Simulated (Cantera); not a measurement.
Feed: 1 mol CO, 0.8 mol H₂, equilibrated at 2725 °C and 6.40 mbar.

Equilibrium computed with Cantera from the NASA thermochemical tables; the gas is ideal and each condensed phase is pure. Candidate condensed phases: C, C₆H₆, C₇H₈, C₈H₁₈, H₂O; 110 gas species. The numbers say what is thermodynamically allowed, not how fast it happens.

Question: What is the equilibrium state?

Answer: 
```
Property                                   Result
--------------------------------------  ---------
x(H)                                        0.519
x(CO)                                       0.411
x(H₂)                                      0.0698
x(C)                                      1.39e-5
x(O)                                      1.02e-5
x(OH)                                     2.24e-6
gas amount                              2.430 mol
log10 activity of C(graphite) (absent)      -2.75
```
